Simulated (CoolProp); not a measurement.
Saturation properties of dimethyl carbonate (Tc = 557.0 K, pc = 4909 kPa, ω = 0.346).

Values from CoolProp's reference Helmholtz-energy equation of state, Zhou 2011.

```
T (K)  p (kPa)  liquid density (kg/m³)  vapour density (kg/m³)  enthalpy of vaporisation (kJ/kg)  surface tension (mN/m)
-----  -------  ----------------------  ----------------------  --------------------------------  ----------------------
396.7    264.8                   924.7                   7.680                             351.3                    14.6
399      280.9                   921.1                   8.123                             349.5                    14.3
401.3    297.8                   917.6                   8.586                             347.7                    14.0
403.7    316.3                   913.9                   9.091                             345.8                    13.7
406      334.7                   910.3                   9.597                             344.0                    13.4
408.3    354.1                   906.7                   10.12                             342.2                    13.2
410.6    374.2                   903.1                   10.67                             340.3                    12.9
412.9    395.3                   899.4                   11.25                             338.4                    12.6
415.3    418.2                   895.6                   11.87                             336.5                    12.3
417.6    441.0                   891.9                   12.50                             334.6                    12.0
419.9    464.9                   888.2                   13.15                             332.6                    11.8
422.2    489.7                   884.5                   13.82                             330.7                    11.5
```

It boils at 363.3 K under 1 atm.

Surface tension comes from a separate correlation (Mulero 2014).
